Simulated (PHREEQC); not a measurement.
A made-up water analysis in mg/L, 90 °C, pH 3.37, pe 11.6: Na 606; K 289; Ca 130; Mg 74; Cl 349; S(6) as SO4 2140; Mn(2) 1.88; Cu(2) 1.11; Al 70.3.

Valence states are taken as typed.

All values are PHREEQC results (ion-association model, wateq4f.dat), not measurements.

No solid was allowed to form.

Q: Order these Cu species by the share of Cu that they hold, largest first: CuCl+, Cu+2, CuSO4.

A: Cu+2 (56 %), CuSO4 (36 %), CuCl+ (8.4 %)

The pH is 3.37 and the ionic strength 0.0577 mol/kgw. Saturation is exceeded, for instance for Boehmite (slow to form), Gibbsite (slow to form); the values hold only as long as no solid forms. Constants without temperature data keep their 25 °C values here.
